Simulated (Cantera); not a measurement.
Input: 1 mol PbO, 140 mol H2, 93 mol N2, held at 1348.15 K and 0.00490 bar.

Cantera equilibrium calculation (NASA polynomials, part measured and part estimated; ideal gas, pure solids and liquids). Candidate condensed phases: H2O, Pb, PbO, PbO2, Pb3O4; 27 gas species. Kinetics and transport are ignored.

Base state: H2 0.594, N2 0.397, H2O 0.00427, Pb 0.00427, H 2.55e-5 (mole fractions); condensed: gas only.

**Question.** What changes in the equilibrium state with this change: pressure from 0.00490 bar to 8.00 bar?

**Answer.** 
```json
[
 {"species": "H2", "before": "0.594", "after": "0.596"},
 {"species": "N2", "before": "0.397", "after": "0.399"},
 {"species": "H2O", "before": "0.00427", "after": "0.00429"},
 {"species": "Pb", "before": "0.00427", "after": "0.000598"},
 {"species": "NH3", "before": "1.46e-7", "after": "0.000239"},
 {"species": "H", "before": "2.55e-5", "after": "6.33e-7"},
 {"species": "Pb(l), mol", "before": "0", "after": "0.861"}
]
```
